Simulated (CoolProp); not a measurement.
Saturated liquid density (kg/m³) of CH2F2 (R32): the reference equation beside estimates from Tc = 351.3 K, pc = 5.783 MPa, ω = 0.277. Rackett uses Z = 0.29056 − 0.08775 ω.

Model: reference Helmholtz-energy equation of state, Tillner-Roth 1997, in CoolProp.

```tsv
T (K)	reference	Rackett	van der Waals	Redlich-Kwong	Soave-Redlich-Kwong	Peng-Robinson
189.6	1298	1117	659.9	977.1	1004	1131
200.1	___	1095	647.8	956.7	985.9	1111
210.5	1243	1072	635.3	935.2	966.8	1091
221	1214	1048	622.0	912.3	946.1	1069
231.5	1185	1024	608.2	888.1	923.8	1045
242	1154	998.2	593.6	862.3	899.7	1018
252.5	1123	971.6	578.1	834.9	873.7	___
263	1089	943.7	561.7	805.6	845.4	___
273.5	1054	914.3	544.2	774.2	814.5	924.1
284	___	882.9	525.4	740.2	780.5	885.9
294.5	976.0	849.1	504.9	703.3	742.8	843.2
304.9	931.9	812.4	482.5	663.0	701.0	795.3
315.4	881.7	770.9	457.1	617.6	___	739.6
325.9	822.7	___	427.6	565.2	596.1	673.5
```

Q: Complete the blanks.

A: 
- 200.1, reference: 1270
- 252.5, Peng-Robinson: 989.8
- 263, Peng-Robinson: 958.5
- 284, reference: 1017
- 315.4, Soave-Redlich-Kwong: 652.7
- 325.9, Rackett: 722.4

Absolute difference from the reference over all 14 rows, mean and median: Rackett 13.3 and 13.4 %, van der Waals 48.5 and 48.5 %, Redlich-Kwong 26.6 and 25.8 %, Soave-Redlich-Kwong 23.3 and 22.5 %, Peng-Robinson 13.2 and 12.4 %.
